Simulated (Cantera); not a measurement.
Input: 1 mol PbO, 0.058 mol H2, held at 1730 Torr.

These are equilibrium values from Cantera (NASA tables, ideal gas, pure condensed phases), not measurements of a reactor. Candidate condensed phases: H2O, Pb, PbO, PbO2, Pb3O4; 12 gas species. Each liquid is taken as pure. Mutual solubility and eutectic melting of coexisting phases are not modelled. Gases not in the tables: (PbO)n polymers. The numbers say what is thermodynamically allowed, not how fast it happens.

Q: Which condensed phases are stable at each of these points (T (K)): 975, 1025, 1075, 1125, 1175, 1225, 1275, 1325, 1375, 1425, 1475?

A: 
```
T (K)     condensed phases  Pb condensed (%)
-----  -------------------  ----------------
975    Pb(l) + PbO(yellow)             100.0
1025   Pb(l) + PbO(yellow)             100.0
1075   Pb(l) + PbO(yellow)             100.0
1125   Pb(l) + PbO(yellow)             100.0
1175        Pb(l) + PbO(l)             100.0
1225        Pb(l) + PbO(l)             100.0
1275        Pb(l) + PbO(l)             100.0
1325        Pb(l) + PbO(l)             100.0
1375        Pb(l) + PbO(l)             100.0
1425        Pb(l) + PbO(l)             100.0
1475        Pb(l) + PbO(l)              99.9
```

From 975 K to 1125 K the condensed part is Pb(l) + PbO(yellow). From 1175 K to 1475 K the condensed part is Pb(l) + PbO(l).
